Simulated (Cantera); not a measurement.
Feed: 1 mol SiCl4, 5.6 mol NH3, 3.7 mol N2, held at 13300 Pa.

Equilibrium computed with Cantera from the NASA thermochemical tables; the gas is ideal and each condensed phase is pure. Candidate condensed phases: NH4Cl, Si, Si3N4; 28 gas species. The tables' values for SiCl3, SiCl are old estimates; treat these amounts as uncertain. The numbers say what is thermodynamically allowed, not how fast it happens. All values below are at 1773 K.

Base state: H2 0.427, N2 0.378, HCl 0.152, SiCl2 0.0403, SiCl3 0.00195, H 0.000509, SiCl4 0.000160, Cl 0.000139 (mole fractions); condensed: Si3N4(s).

Q: What changes in the equilibrium state with this change: pressure from 13300 Pa to 76.0 Pa?

A: 
```tsv
species	before	after
H2	0.427	0.431
N2	0.378	0.382
HCl	0.152	0.120
SiCl2	0.0403	0.0563
H	0.000509	0.00677
Si	3.71e-6	0.00147
SiCl4	0.000160	7.87e-7
SiHCl3	0.000106	6.63e-7
Si3N4(s), mol	0.0963	0
```
The tables' values for SiCl, SiCl3, SiN are old estimates; treat these amounts as uncertain.
